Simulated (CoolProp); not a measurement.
R404A along the isobar 4.64 MPa: fugacity coefficient from the reference equation and from simpler models built on Tc = 345.3 K, pc = 3.735 MPa, ω = 0.293; each cubic takes its own stable root.

Model: reference Helmholtz-energy equation of state, Lemmon 2003, in CoolProp. It is a pseudo-pure fit of the blend.

| T (K) | phase | reference |
|---|---|---|
| 271.6 | liquid | 0.1256 |
| 293.4 | liquid | 0.2194 |
| 315.2 | liquid | 0.3425 |
| 337.1 | liquid | 0.4876 |
| 358.9 | supercritical | 0.6262 |
| 380.7 | supercritical | 0.7039 |
| 402.5 | supercritical | 0.7587 |
| 424.4 | supercritical | 0.8015 |
| 446.2 | supercritical | 0.8356 |

Question: How far does each simpler model (van der Waals, Redlich-Kwong, Soave-Redlich-Kwong, Peng-Robinson) lie from the reference over these 9 states: mean and median of the absolute difference, and the worst?

Answer: 
- van der Waals: mean 29.0 %, median 3.9 %, worst +127.7 % at 271.6 K and 4.64 MPa
- Redlich-Kwong: mean 10.8 %, median 2.0 %, worst +41.8 % at 271.6 K and 4.64 MPa
- Soave-Redlich-Kwong: mean 3.7 %, median 3.1 %, worst +5.6 % at 315.2 K and 4.64 MPa
- Peng-Robinson: mean 1.0 %, median 1.1 %, worst +1.3 % at 315.2 K and 4.64 MPa
